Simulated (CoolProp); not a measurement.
R507A at several states: density (kg/m³) from the reference equation and from simpler models built on Tc = 343.8 K, pc = 3705 kPa, ω = 0.286; each cubic takes its own stable root.

The numbers come from the reference Helmholtz-energy equation of state, Lemmon 2003 in CoolProp. It is a pseudo-pure fit of the blend.

| T (K) | p (kPa) | phase | reference |
|---|---|---|---|
| 487.3 | 11200 | supercritical | 349.9 |
| 363.2 | 563 | gas | 19.33 |
| 423.5 | 233 | gas | 6.613 |
| 265.9 | 299 | gas | 14.50 |
| 491.2 | 6810 | supercritical | 195.5 |

How far does each simpler model (ideal gas, van der Waals) lie from the reference over these 5 states: mean and median of the absolute difference, and the worst?


- ideal gas: mean 10.2 %, median 7.8 %, worst -21.9 % at 487.3 K and 11200 kPa
- van der Waals: mean 4.8 %, median 3.4 %, worst +10.4 % at 487.3 K and 11200 kPa
